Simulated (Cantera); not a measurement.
Input: 1 mol PbO, 1.7 mol CH4, 0.08 mol CO, held at 1330 Pa.

These are equilibrium values from Cantera (NASA tables, ideal gas, pure condensed phases), not measurements of a reactor. Candidate condensed phases: C, C6H6, C7H8, C8H18, H2O, Pb, PbO, PbO2, Pb3O4; 113 gas species. Equilibrium is a limit: real reactors are often held back by kinetics, nucleation or transport.

x: gas mole fraction; n: condensed amount in mol.

```
T (K)   x H2   x CO   x Pb      x H  x C2H2 (acetylene)    x C2H      x C3  n C(graphite)
-----  -----  -----  -----  -------  ------------------  -------  --------  -------------
1775   0.619  0.197  0.182  0.00197             8.81e-5  2.21e-9  3.96e-12          0.699
1875   0.617  0.197  0.182  0.00446            0.000195  1.68e-8  7.74e-11          0.698
1975   0.613  0.196  0.182  0.00927            0.000398  1.03e-7   1.11e-9          0.696
2075   0.605  0.195  0.181        …                   …        …         …          0.692
2175   0.593  0.194  0.180   0.0326             0.00132  2.35e-6   1.09e-7          0.685
2275   0.573  0.192  0.177        …                   …        …         …          0.675
2375   0.544  0.188  0.174   0.0901             0.00338  3.04e-5   4.80e-6          0.661
2475   0.503  0.183  0.170    0.138             0.00490  9.15e-5   2.52e-5          0.640
```

Question: Complete the blanks.

Answer: 
- 2275, x H: 0.0557
- 2275, x C2H2 (acetylene): 0.00218
- 2275, x C2H: 8.98e-6
- 2275, x C3: 7.86e-7
- 2075, x H: 0.0179
- 2075, x C2H2 (acetylene): 0.000751
- 2075, x C2H: 5.33e-7
- 2075, x C3: 1.23e-8
